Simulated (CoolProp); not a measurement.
The fluid at 311.42 K and 0.136 MPa is throttled through a valve to 0.00436 MPa with no heat exchange. The same conditions are run with several fluids, on thermodynamics alone (safety and materials aside).

Computed with CoolProp (reference Helmholtz-energy equation of state of each fluid (sulfur dioxide: Gao 2016; cyclopropane: Polt 1992; R125: Lemmon 2005; R13: Platzer 1990; R134a: Tillner-Roth 1994)). The equations of Platzer and Polt are older, rougher fits.

```json
[
 {"fluid": "sulfur dioxide", "temperature change (K)": "-4.5", "final density (kg/m³)": "0.110"},
 {"fluid": "cyclopropane", "temperature change (K)": "-2.7", "final density (kg/m³)": "0.0715"},
 {"fluid": "R125", "temperature change (K)": "?", "final density (kg/m³)": "?"},
 {"fluid": "R13", "temperature change (K)": "?", "final density (kg/m³)": "0.177"},
 {"fluid": "R134a", "temperature change (K)": "-2.5", "final density (kg/m³)": "0.173"}
]
```

Q: Some entries are withheld; supply them.

A: 
- R125, temperature change (K): -1.6
- R125, final density (kg/m³): 0.203
- R13, temperature change (K): -1.3
